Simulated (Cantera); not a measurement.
A closed system holds: 1 mol AlN, 8.7 mol Cl2, held at 1223.15 K and 0.133 bar.

Cantera equilibrium calculation (NASA polynomials, part measured and part estimated; ideal gas, pure solids and liquids). Kinetics and transport are ignored.

```json
[
 {"species": "AlCl3", "before": "0.114", "after": "0.666"},
 {"species": "N2", "before": "0.0570", "after": "0.333"},
 {"species": "Al2Cl6", "before": "1.43e-5", "after": "0.000489"},
 {"species": "Cl2", "before": "0.814", "after": "<1e-9"},
 {"species": "Cl", "before": "0.0148", "after": "2.12e-7"},
 {"species": "AlCl2", "before": "<1e-9", "after": "0.000326"},
 {"species": "AlN(s), mol", "before": "0", "after": "0.660"}
]
```
Gas species are given as mole fractions.

**Question.** Name the change that produced these shifts.
A. temperature from 1223.15 K to 2148 K
B. temperature from 1223.15 K to 1473 K
C. temperature from 1223.15 K to 1323.15 K
D. Cl2 from 8.7 to 0.51 mol

**Answer.** D, Cl2 from 8.7 to 0.51 mol. The tables' values for AlCl2 are old estimates; treat these amounts as uncertain
